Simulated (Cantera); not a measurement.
What does this Cantera script print?

```python
import numpy as np
import cantera as ct

gas_names = """
    C CN C2 CCN CNC C2N2 C3 C4 C4N2 C5 N N2 Ti
""".split()
cond_names = """
    C(gr) Ti(a) Ti(b) Ti(L) TiC(s) TiC(L) TiN(s) TiN(L)
""".split()


# ... load() reads the species with a 1 bar reference pressure and builds the phases ...
atoms = {
    'TiC': {'Ti': 1, 'C': 1},
    'C': {'C': 1},
    'N2': {'N': 2},
}
top_T = {'C(gr)': 4500}  # K; cautious upper limits of use, not melting points


# ... equilibrate(T, P, feed) seeds the gas with the atoms and calls Mixture.equilibrate('TP', solver="vcs", rtol=1e-11, max_steps=5000) ...
results = []
feed = {'TiC': 1, 'C': 0.082, 'N2': 0.015}  # mol
P = 10000  # Pa
for T in [1748, 1848, 1948, 2048, 2148, 2248, 2348, 2448, 2548, 2648, 2748, 2848, 2948, 3048]:
    mix = equilibrate(T, P, feed)
    results.append((T, P, feed, dict(zip(mix.species_names, mix.species_moles))))
    x = sorted(zip(gas.X, gas.species_names), reverse=True)
    print(f"T = {T:g} K  P = {P:g} Pa  gas = {mix.phase_moles(0):.4g} mol")
    print("   x: " + "  ".join(f"{s} {v:.3e}" for v, s in x if v > 0.0001))
    print("   condensed (mol): " + ("  ".join(f"{mix.phase(i).name} {mix.phase_moles(i):.4g}"
          for i in range(1, mix.n_phases) if mix.phase_moles(i) > 1e-12) or "none"))
```

Output:

```
T = 1748 K  P = 10000 Pa  gas = 0.015 mol
   x: N2 1.000e+00
   condensed (mol): C(gr) 0.082  TiC(s) 1
T = 1848 K  P = 10000 Pa  gas = 0.015 mol
   x: N2 1.000e+00
   condensed (mol): C(gr) 0.082  TiC(s) 1
T = 1948 K  P = 10000 Pa  gas = 0.015 mol
   x: N2 1.000e+00
   condensed (mol): C(gr) 0.082  TiC(s) 1
T = 2048 K  P = 10000 Pa  gas = 0.015 mol
   x: N2 1.000e+00
   condensed (mol): C(gr) 0.082  TiC(s) 1
T = 2148 K  P = 10000 Pa  gas = 0.015 mol
   x: N2 1.000e+00
   condensed (mol): C(gr) 0.082  TiC(s) 1
T = 2248 K  P = 10000 Pa  gas = 0.015 mol
   x: N2 1.000e+00
   condensed (mol): C(gr) 0.082  TiC(s) 1
T = 2348 K  P = 10000 Pa  gas = 0.015 mol
   x: N2 9.999e-01
   condensed (mol): C(gr) 0.082  TiC(s) 1
T = 2448 K  P = 10000 Pa  gas = 0.015 mol
   x: N2 9.997e-01  CN 2.096e-04
   condensed (mol): C(gr) 0.082  TiC(s) 1
T = 2548 K  P = 10000 Pa  gas = 0.015 mol
   x: N2 9.994e-01  CN 4.818e-04  C2N2 1.029e-04
   condensed (mol): C(gr) 0.08199  TiC(s) 1
T = 2648 K  P = 10000 Pa  gas = 0.01501 mol
   x: N2 9.986e-01  CN 1.039e-03  C2N2 1.793e-04
   condensed (mol): C(gr) 0.08198  TiC(s) 1
T = 2748 K  P = 10000 Pa  gas = 0.01502 mol
   x: N2 9.971e-01  CN 2.116e-03  C2N2 2.995e-04  Ti 2.716e-04  C3 1.645e-04
   condensed (mol): C(gr) 0.08195  TiC(s) 1
T = 2848 K  P = 10000 Pa  gas = 0.01505 mol
   x: N2 9.939e-01  CN 4.093e-03  Ti 7.208e-04  C3 5.641e-04  C2N2 4.817e-04  C 1.104e-04
   condensed (mol): C(gr) 0.0819  TiC(s) 1
T = 2948 K  P = 10000 Pa  gas = 0.01512 mol
   x: N2 9.876e-01  CN 7.556e-03  Ti 1.787e-03  C3 1.774e-03  C2N2 7.474e-04  C 3.063e-04  C2 1.784e-04
   condensed (mol): C(gr) 0.0818  TiC(s) 1
T = 3048 K  P = 10000 Pa  gas = 0.01527 mol
   x: N2 9.746e-01  CN 1.334e-02  C3 5.161e-03  Ti 4.168e-03  C2N2 1.118e-03  C 7.944e-04  C2 5.292e-04  C5 1.090e-04
   condensed (mol): C(gr) 0.08155  TiC(s) 0.9999
```

Equilibrium computed with Cantera from the NASA thermochemical tables; the gas is ideal and each condensed phase is pure. TiC: taken at fixed stoichiometry.
